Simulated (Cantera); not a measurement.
Input (Python, Cantera) and output of one run.

```python
import numpy as np
import cantera as ct

gas_names = [...]  # 169 gases of nasa_gas.yaml made of C, H, N, O
cond_names = """
    C(gr) C6H6(L) C7H8(L) C8H18(L),n-octa H2O(s) H2O(L)
""".split()


# ... load() reads the species with a 1 bar reference pressure and builds the phases ...
atoms = {
    'C2H6': {'C': 2, 'H': 6},
    'H2O': {'H': 2, 'O': 1},
    'N2': {'N': 2},
}
top_T = {'C(gr)': 4500}  # K; cautious upper limits of use, not melting points


# ... equilibrate(T, P, feed) seeds the gas with the atoms and calls Mixture.equilibrate('TP', solver="vcs", rtol=1e-11, max_steps=5000) ...
results = []
feed = {'C2H6': 1, 'H2O': 0.15, 'N2': 2.8}  # mol
P = 1000  # Pa
for T in [2000, 2500, 3000, 3500, 4000, 4500, 5000]:
    mix = equilibrate(T, P, feed)
    results.append((T, P, feed, dict(zip(mix.species_names, mix.species_moles))))

top = {s: max(r[3][s] / sum(r[3][g] for g in gas_names) for r in results) for s in gas_names}
cols = sorted((s for s in top if top[s] > 1e-06), key=lambda s: -top[s])[:8]
seen = [c for c in cond_names if any(r[3].get(c, 0) > 1e-12 for r in results)]
print("log10 of partial pressures in bar; condensed amounts in mol")
print(f"{'T/K':>10s}" + "".join(f"{s[:9]:>10s}" for s in cols + seen))
for T, P, feed, n in results:
    ng = sum(n[g] for g in gas_names)
    print(f"{T:10.4g}" + "".join(f"{np.log10(max(n[s] / ng * P / 1e5, 1e-99)):10.3f}" for s in cols)
          + "".join(f"{n.get(c, 0):10.4g}" for c in seen))
```

It prints:

```
log10 of partial pressures in bar; condensed amounts in mol
       T/K         H        H2        N2         C         N        CN       HCN        C3     C(gr)
      2000    -3.938    -2.298    -2.344   -10.517   -10.217    -7.420    -4.152   -10.557       1.8
      2500    -2.810    -2.421    -2.390    -6.779    -7.729    -5.182    -3.556    -6.304     1.582
      3000    -2.315    -3.027    -2.530    -4.295    -6.121    -3.752    -3.477    -3.506     0.217
      3500    -2.228    -3.999    -2.596    -3.254    -4.953    -3.444    -4.404    -3.714         0
      4000    -2.241    -4.887    -2.621    -2.879    -4.061    -3.604    -5.570    -5.093         0
      4500    -2.253    -5.583    -2.654    -2.819    -3.373    -3.964    -6.717    -6.863         0
      5000    -2.276    -6.168    -2.780    -2.820    -2.870    -4.349    -7.747    -8.424         0
```

Method: chemical equilibrium by Gibbs-energy minimisation in Cantera with the NASA 1993 tables (ideal gas, pure condensed phases).
